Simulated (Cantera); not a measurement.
Input: 1 mol SiHCl3, 0.56 mol N2, a varied amount of H2, equilibrated at 1398 K and 8.25 Torr.

Method: chemical equilibrium by Gibbs-energy minimisation in Cantera with the NASA 1993 tables (ideal gas, pure condensed phases). Candidate condensed phases: NH4Cl, Si, Si3N4; 28 gas species. N2 is the only nitrogen source here; it is nearly inert below about 1500 K, so the nitride shown seldom forms there in practice. The tables' values for SiCl3 are old estimates; treat these amounts as uncertain. Equilibrium is a limit: real reactors are often held back by kinetics, nucleation or transport.

Problem. At 12 mol H2, list the 4 most abundant gas species with their mole fractions, and the condensed phases.

Solution. H2 0.805, HCl 0.167, SiCl2 0.0184, N2 0.00656. Condensed: Si3N4(s).
